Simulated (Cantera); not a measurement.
What does this Cantera script print?

```python
import numpy as np
import cantera as ct

surf = ct.Interface("ptcombust.yaml", "Pt_surf")
gas = surf.adjacent["gas"]
gas.TPX = 1323, 290000, {'CH4': 0.007, 'O2': 0.097, 'N2': 0.79}
surf.TP = 1323, 290000
reactor = ct.FlowReactor(gas, clone=False)
reactor.area = 0.0001  # m2
reactor.surface_area_to_volume_ratio = 130  # 1/m
reactor.mass_flow_rate = 1.8 * reactor.area * gas.density  # inlet velocity 1.8 m/s
reactor.energy_enabled = False
wall = ct.ReactorSurface(surf, reactor, clone=False)
net = ct.ReactorNet([reactor])
net.rtol, net.atol = 1e-8, 1e-16
show, cover = ['CH4', 'O2', 'H2O', 'CO2', 'CO'], ['PT(S)', 'H(S)', 'O(S)', 'OH(S)', 'CO(S)', 'C(S)']

rows = []
print(f"{'z/m':>9s}{'u/(m/s)':>9s}" + "".join(f"{s:>13s}" for s in show + cover))
for z in [0.00027, 0.00045, 0.00076, 0.0013, 0.0021, 0.0035, 0.0059, 0.0098, 0.016, 0.027]:
    net.advance(z)
    rows.append([reactor.speed, *gas[show].X, *surf[cover].coverages])
    print(f"{z:9.4g}{rows[-1][0]:9.3g}" + "".join(f"{x:13.4e}" for x in rows[-1][1:]))
```

Result:

```
      z/m  u/(m/s)          CH4           O2          H2O          CO2           CO        PT(S)         H(S)         O(S)        OH(S)        CO(S)         C(S)
  0.00027      1.8   7.7399e-03   1.0833e-01   1.7627e-04   7.6914e-05   1.0507e-05   4.6695e-01   1.5871e-06   5.3268e-01   3.6144e-04   1.0773e-05   2.4558e-07
  0.00045      1.8   7.6789e-03   1.0821e-01   2.9388e-04   1.3269e-04   1.2496e-05   4.6701e-01   1.7571e-06   5.3258e-01   4.0026e-04   1.1078e-05   2.4376e-07
  0.00076      1.8   7.5708e-03   1.0801e-01   4.9751e-04   2.3029e-04   1.3446e-05   4.6708e-01   2.0178e-06   5.3245e-01   4.5979e-04   1.1137e-05   2.4048e-07
   0.0013      1.8   7.3708e-03   1.0765e-01   8.5802e-04   3.9928e-04   1.3794e-05   4.6720e-01   2.4115e-06   5.3223e-01   5.4958e-04   1.0984e-05   2.3436e-07
   0.0021      1.8   7.0456e-03   1.0711e-01   1.4093e-03   6.4617e-04   1.5070e-05   4.6741e-01   2.9137e-06   5.3191e-01   6.6381e-04   1.0866e-05   2.2439e-07
   0.0035      1.8   6.3097e-03   1.0603e-01   2.5306e-03   1.0979e-03   2.9940e-05   4.6801e-01   3.7434e-06   5.3112e-01   8.5112e-04   1.2848e-05   2.0184e-07
   0.0059      1.8   1.2946e-03   9.6404e-02   1.2231e-02   5.6558e-03   2.8810e-04   4.7676e-01   8.1631e-06   5.2138e-01   1.7910e-03   5.8340e-05   4.4024e-08
   0.0098      1.8   2.7534e-04   9.3621e-02   1.4925e-02   7.3682e-03   1.7555e-05   4.7389e-01   8.8244e-06   5.2414e-01   1.9594e-03   3.7323e-06   9.1852e-09
    0.016      1.8   7.9293e-05   9.3088e-02   1.5432e-02   7.6803e-03   3.6813e-06   4.7401e-01   8.9727e-06   5.2398e-01   1.9913e-03   8.0901e-07   2.6476e-09
    0.027      1.8   1.2088e-05   9.2893e-02   1.5615e-02   7.7954e-03   6.2098e-07   4.7409e-01   9.0275e-06   5.2389e-01   2.0028e-03   1.3499e-07   4.0383e-10
```

Detailed kinetics in Cantera: Deutschmann's 1995 Pt surface mechanism with GRI-Mech 3.0 gas chemistry. Catalytic surfaces can have several steady states; this one follows from the mechanism file's or the stated starting coverage. Mass transfer to the wall is taken as infinitely fast.
